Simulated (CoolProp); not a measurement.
Vapour-liquid equilibrium of dimethyl ether (1) + methanol (2) at 257.9 K; x and y are mole fractions of (1).

The numbers come from the multi-fluid Helmholtz-energy mixture model, Wu 2011 and de Reuck 1993; pair parameters Bell 2016 in CoolProp.

**Question.** Give the bubble pressure and the first vapour's composition at x = 0.15, 0.55, 0.75. Is there an azeotrope?

**Answer.** x = 0.15: 0.04915 MPa, y = 0.973; x = 0.55: 0.1071 MPa, y = 0.990; x = 0.75: 0.1228 MPa, y = 0.992. No azeotrope shows between x = 0.05 and 0.95.

The pair parameters rest on a limited set of measurements; away from them the model extrapolates. With so large a gap from Raoult's law the liquid may split in two, which this calculation doesn't test in full.
